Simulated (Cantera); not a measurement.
An isothermal, constant-pressure homogeneous reactor starts with NO : N2 = 1 : 1.2 (molar parts), at 2050 K and 135 Torr. Integrator tolerance rtol = 1e-08.

Cantera simulation using GRI-Mech 3.0 (53 species, 325 reactions); the numbers are that mechanism's predictions, not measurements.

Question: What does this change do: temperature 2050 to 1800 K?

Answer: 
| quantity | before | after |
|---|---|---|
| x(NO) at 200 s | 0.00893 (gas-phase equilibrium 0.00893) | 0.0103 (gas-phase equilibrium 0.00427) |
| x(O2) at 200 s | 0.222 (gas-phase equilibrium 0.222) | 0.222 (gas-phase equilibrium 0.225) |
| x(NO2) at 200 s | 6.18e-6 (gas-phase equilibrium 6.18e-6) | 1.12e-5 (gas-phase equilibrium 4.70e-6) |
| x(N2) at 200 s | 0.768 (gas-phase equilibrium 0.768) | 0.768 (gas-phase equilibrium 0.771) |
| x(O) at 200 s | 0.00109 (gas-phase equilibrium 0.00109) | 0.000136 (gas-phase equilibrium 0.000137) |
| x(N2O) at 200 s | 2.09e-7 (gas-phase equilibrium 2.09e-7) | 1.33e-7 (gas-phase equilibrium 1.03e-7) |

Question: What does this change do: temperature 2050 to 1625 K?

Answer: 
```
quantity                                          before                                     after
---------------  ---------------------------------------  ----------------------------------------
x(NO) at 200 s   0.00893 (gas-phase equilibrium 0.00893)     0.175 (gas-phase equilibrium 0.00222)
x(O2) at 200 s       0.222 (gas-phase equilibrium 0.222)       0.140 (gas-phase equilibrium 0.226)
x(NO2) at 200 s  6.18e-6 (gas-phase equilibrium 6.18e-6)  0.000227 (gas-phase equilibrium 3.67e-6)
x(N2) at 200 s       0.768 (gas-phase equilibrium 0.768)       0.685 (gas-phase equilibrium 0.772)
x(O) at 200 s    0.00109 (gas-phase equilibrium 0.00109)   1.74e-5 (gas-phase equilibrium 2.20e-5)
x(N2O) at 200 s  2.09e-7 (gas-phase equilibrium 2.09e-7)   1.03e-5 (gas-phase equilibrium 5.53e-8)
```
